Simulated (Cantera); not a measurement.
What does this Cantera script print?

```python
import numpy as np
import cantera as ct

gas = ct.Solution("gri30.yaml")
gas.TPX = 600, 1000000, {'H2': 1, 'O2': 0.455, 'N2': 1.71}
inlet = ct.Reservoir(gas, clone=True)
gas.equilibrate("HP")  # start burning
reactor = ct.IdealGasConstPressureReactor(gas, energy="on", clone=False)
exhaust = ct.Reservoir(gas, clone=True)
tau = [0.049, 0.027, 0.015, 0.0079, 0.0043, 0.0024, 0.0013, 0.0007, 0.00038, 0.00021, 0.00011, 6.2e-05][0]
for a, b in ((inlet, reactor), (reactor, exhaust)):
    ct.MassFlowController(a, b, mdot=lambda t: reactor.mass / tau)
net = ct.ReactorNet([reactor])
show = ['H2', 'O2', 'NO2', 'H', 'NO']

rows = []
print(f"{'tau/s':>10s}{'T/K':>9s}" + "".join(f"{s:>11s}" for s in show))
for tau in [0.049, 0.027, 0.015, 0.0079, 0.0043, 0.0024, 0.0013, 0.0007, 0.00038, 0.00021, 0.00011, 6.2e-05]:
    net.initial_time = 0.0
    net.advance(30 * tau)
    before = gas.X
    net.advance(40 * tau)
    drift = np.max(np.abs(gas.X - before) / (gas.X + 1e-9))
    rows.append([gas.T, *gas[show].X, drift])
    print(f"{tau:10.3e}{gas.T:9.1f}" + "".join(f"{x:11.3e}" for x in gas[show].X))
```

Result:

```
     tau/s      T/K         H2         O2        NO2          H         NO
 4.900e-02   2629.8  3.804e-02  8.792e-04  2.580e-07  2.706e-03  1.621e-03
 2.700e-02   2629.5  3.805e-02  8.903e-04  2.564e-07  2.718e-03  1.605e-03
 1.500e-02   2629.1  3.807e-02  9.099e-04  2.538e-07  2.740e-03  1.577e-03
 7.900e-03   2628.2  3.812e-02  9.488e-04  2.486e-07  2.782e-03  1.524e-03
 4.300e-03   2626.8  3.820e-02  1.016e-03  2.402e-07  2.856e-03  1.439e-03
 2.400e-03   2624.2  3.835e-02  1.126e-03  2.271e-07  2.976e-03  1.314e-03
 1.300e-03   2619.5  3.864e-02  1.320e-03  2.069e-07  3.190e-03  1.130e-03
 7.000e-04   2611.2  3.918e-02  1.640e-03  1.804e-07  3.545e-03  9.074e-04
 3.800e-04   2597.9  4.010e-02  2.127e-03  1.516e-07  4.096e-03  6.874e-04
 2.100e-04   2578.5  4.147e-02  2.816e-03  1.249e-07  4.899e-03  5.044e-04
 1.100e-04   2548.0  4.359e-02  3.870e-03  9.928e-08  6.187e-03  3.515e-04
 6.200e-05   2511.5  4.608e-02  5.119e-03  8.019e-08  7.817e-03  2.535e-04
```

Computed with Cantera and GRI-Mech 3.0 (53 species, 325 reactions). The hydrogen kinetics of GRI-Mech 3.0 are dated; newer H2 mechanisms differ, most at raised pressure.
